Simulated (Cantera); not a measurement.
Equilibrium for iron carbonyl, mercury and lead vapours: HgO + N2

Input: 1 mol HgO, 1.2 mol N2, equilibrated at 623 K.

Cantera equilibrium calculation (NASA polynomials, part measured and part estimated; ideal gas, pure solids and liquids). Candidate condensed phases: Hg, HgO; 10 gas species. The numbers say what is thermodynamically allowed, not how fast it happens.

From 0.000100 bar to 0.100 bar nothing is condensed. From 1.00 bar to 10.0 bar the condensed part is HgO(s). The main Hg-bearing gas is Hg throughout.

| P (Pa) | x N2 | x Hg | x O2 | x NO2 | x NO | n HgO(s) |
|---|---|---|---|---|---|---|
| 10 | 0.444 | 0.370 | 0.185 | 9.96e-10 | 2.85e-8 | 0 |
| 100 | 0.444 | 0.370 | 0.185 | 3.15e-9 | 2.85e-8 | 0 |
| 1000 | 0.444 | 0.370 | 0.185 | 9.96e-9 | 2.85e-8 | 0 |
| 10000 | 0.444 | 0.370 | 0.185 | 3.15e-8 | 2.85e-8 | 0 |
| 100000 | 0.921 | 0.0528 | 0.0264 | 2.04e-8 | 1.55e-8 | 0.931 |
| 1000000 | 0.992 | 0.00528 | 0.00264 | 6.71e-9 | 5.09e-9 | 0.994 |
x: gas mole fraction; n: condensed amount in mol.
